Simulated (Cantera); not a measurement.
An isothermal, constant-pressure homogeneous reactor starts with 68.0 % NO, 32.0 % N₂, at 2025 K and 10.00 Torr.

Cantera simulation using GRI-Mech 3.0 (53 species, 325 reactions); the numbers are that mechanism's predictions, not measurements. Radical loss at walls, strong at low pressure, is not modelled.

x: mole fraction; the columns are a selection and need not sum to one.

| t (s) | x NO | x O₂ | x O | x N₂O | x N₂ | x NO₂ |
|---|---|---|---|---|---|---|
| 2.00e-5 | 0.680 | 2.67e-11 | 1.72e-7 | 1.71e-7 | 0.320 | 1.70e-11 |
| 8.60e-5 | 0.680 | 4.90e-10 | 7.38e-7 | 7.36e-7 | 0.320 | 3.10e-10 |
| 0.000369 | 0.680 | … | … | … | 0.320 | … |
| 0.00159 | 0.680 | 1.70e-7 | 1.39e-5 | 1.32e-5 | 0.320 | 9.52e-8 |
| 0.00682 | 0.680 | 3.39e-6 | 6.41e-5 | 5.13e-5 | 0.320 | 1.26e-6 |
| 0.0293 | 0.680 | 8.05e-5 | 0.000320 | 0.000144 | 0.320 | 8.38e-6 |
| 0.126 | 0.676 | 0.00155 | 0.000962 | 0.000163 | 0.322 | 1.85e-5 |
| 0.541 | 0.655 | 0.0116 | 0.00129 | 0.000138 | 0.332 | 2.92e-5 |
| 2.33 | … | … | … | … | … | … |
| 10.0 | 0.201 | 0.237 | 0.00349 | 8.30e-6 | 0.558 | 4.03e-5 |

Question: Some entries are withheld; supply them.

Answer: 
- 0.000369, x O₂: 9.20e-9
- 0.000369, x O: 3.18e-6
- 0.000369, x N₂O: 3.14e-6
- 0.000369, x NO₂: 5.67e-9
- 2.33, x NO: 0.554
- 2.33, x O₂: 0.0618
- 2.33, x O: 0.00203
- 2.33, x N₂O: 8.27e-5
- 2.33, x N₂: 0.382
- 2.33, x NO₂: 5.40e-5
